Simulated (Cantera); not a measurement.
Thermodynamics of hydrogen reduction and annealing atmospheres, feed NiS + H2

Feed: 1 mol NiS, 19 mol H2, equilibrated at 2073 K and 7.20 mbar.

Cantera equilibrium calculation (NASA polynomials, part measured and part estimated; ideal gas, pure solids and liquids). Candidate condensed phases: Ni, NiS, NiS2, Ni3S2, Ni3S4, S; 9 gas species. Rates play no part.

The x(H2) comes out as 0.891 and the x(Ni) is 0.0442. The x(H) comes out as 0.0293 and the x(S2) is 0.0124. The x(SH) is 0.00877. The x(S) comes out as 0.00661 and the x(H2S) is 0.00410. The x(NiS) is 0.00388 and the gas amount is 20.79 mol. The log10 activity of Ni(l) (absent) is -0.14, the log10 activity of NiS(l) (absent) is -1.87 and the log10 activity of S(l) (absent) is -3.64.
